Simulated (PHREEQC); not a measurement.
Buffer

Make-up at 25 °C: 0.00051 mol/kgw NaH2PO4 and 0.0016 mol/kgw Na2CO3. Closed to the air; pH follows from the charge balance.

The numbers come from PHREEQC with the ion-association model, phreeqc.dat.

```yaml
pH: 10.29
ionic_strength: 0.00501 mol/kgw
specific_conductance: 400 µS/cm
total_alkalinity: 3.20 meq/kg
```

```
species  molality  activity   log γ
-------  --------  --------  ------
Na+       0.00366   0.00340  -0.033
CO3-2    0.000829  0.000617  -0.128
HCO3-    0.000727  0.000676  -0.032
HPO4-2   0.000500  0.000372  -0.129
OH-      0.000213  0.000197  -0.033
NaCO3-    4.21e-5   3.91e-5  -0.033
PO4-3     6.47e-6   3.26e-6  -0.297
NaHPO4-   2.65e-6   2.46e-6  -0.032
NaHCO3    1.29e-6   1.29e-6   0.001
H2PO4-    3.31e-7   3.07e-7  -0.032
CO2       7.80e-8   7.80e-8   0.001
```

No solid was allowed to form.
